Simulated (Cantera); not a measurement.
A Cantera script and its output.

```python
import numpy as np
import cantera as ct

gas = ct.Solution("gri30.yaml")
gas.TPX = 1198, 1000000, {'H2': 1, 'O2': 0.909, 'N2': 3.42, 'NO': 0.02}
reactor = ct.IdealGasReactor(gas, energy="on", clone=False)
net = ct.ReactorNet([reactor])
net.rtol, net.atol = 1e-08, 1e-16
show = ['H2', 'O2', 'NO', 'O', 'N2O', 'H2O2']
times = np.geomspace(3e-06, 1, 13)

steps = ct.SolutionArray(gas, extra=["t"])
rows = []
print(f"{'t/s':>10s}{'T/K':>9s}{'P/Pa':>11s}" + "".join(f"{s:>11s}" for s in show))
for t in times:
    while net.time < t:
        t_next = net.step()
        steps.append(gas.state, t=t_next)
    rows.append([np.interp(t, steps.t, y) for y in (steps.T, steps.P, *steps(*show).X.T)])
    print(f"{t:10.3e}{rows[-1][0]:9.1f}{rows[-1][1]:11.4g}" + "".join(f"{x:11.3e}" for x in rows[-1][2:]))
rate = np.gradient(steps.T, steps.t)
print("integrator steps:", len(steps.t))
if steps.T.max() > steps.T[0] + 200:
    print(f"time of steepest temperature rise: {steps.t[rate.argmax()]:.4e} s")
gas.TPX = 1198, 1000000, {'H2': 1, 'O2': 0.909, 'N2': 3.42, 'NO': 0.02}
gas.equilibrate("UV")
print(f"equilibrium (UV): T = {gas.T:.1f} K  " + "  ".join(f"{s} {gas[s].X[0]:.3e}" for s in show))
```

Result:

```
       t/s      T/K       P/Pa         H2         O2         NO          O        N2O       H2O2
 3.000e-06   1198.0      1e+06  1.869e-01  1.699e-01  3.738e-03  6.589e-08  9.863e-09  7.551e-09
 8.657e-06   1213.3  1.012e+06  1.851e-01  1.688e-01  3.552e-03  3.715e-05  5.765e-06  2.449e-05
 2.498e-05   2718.7   2.07e+06  2.403e-03  8.022e-02  4.485e-03  2.446e-03  4.044e-06  2.733e-06
 7.208e-05   2716.0  2.068e+06  2.388e-03  7.959e-02  5.843e-03  2.410e-03  4.040e-06  2.709e-06
 2.080e-04   2709.4  2.063e+06  2.352e-03  7.808e-02  9.044e-03  2.325e-03  4.049e-06  2.651e-06
 6.002e-04   2698.9  2.054e+06  2.296e-03  7.567e-02  1.418e-02  2.194e-03  4.106e-06  2.558e-06
 1.732e-03   2692.4  2.049e+06  2.262e-03  7.418e-02  1.734e-02  2.116e-03  4.164e-06  2.502e-06
 4.998e-03   2691.9  2.049e+06  2.259e-03  7.407e-02  1.759e-02  2.110e-03  4.170e-06  2.498e-06
 1.442e-02   2691.9  2.049e+06  2.259e-03  7.407e-02  1.759e-02  2.110e-03  4.170e-06  2.498e-06
 4.162e-02   2691.9  2.049e+06  2.259e-03  7.407e-02  1.759e-02  2.110e-03  4.170e-06  2.498e-06
 1.201e-01   2691.9  2.049e+06  2.259e-03  7.407e-02  1.759e-02  2.110e-03  4.170e-06  2.498e-06
 3.465e-01   2691.9  2.049e+06  2.259e-03  7.407e-02  1.759e-02  2.110e-03  4.170e-06  2.498e-06
 1.000e+00   2691.9  2.049e+06  2.259e-03  7.407e-02  1.759e-02  2.110e-03  4.170e-06  2.498e-06
integrator steps: 1279
time of steepest temperature rise: 1.0969e-05 s
equilibrium (UV): T = 2691.9 K  H2 2.259e-03  O2 7.407e-02  NO 1.759e-02  O 2.110e-03  N2O 4.170e-06  H2O2 2.498e-06
```

Detailed kinetics in Cantera: GRI-Mech 3.0 (53 species, 325 reactions). The hydrogen kinetics of GRI-Mech 3.0 are dated; newer H2 mechanisms differ, most at raised pressure. The mechanism lacks 2 NO + O2 → 2 NO2 and HONO, so NO2 and the effect of NO are under-described below about 1400 K.
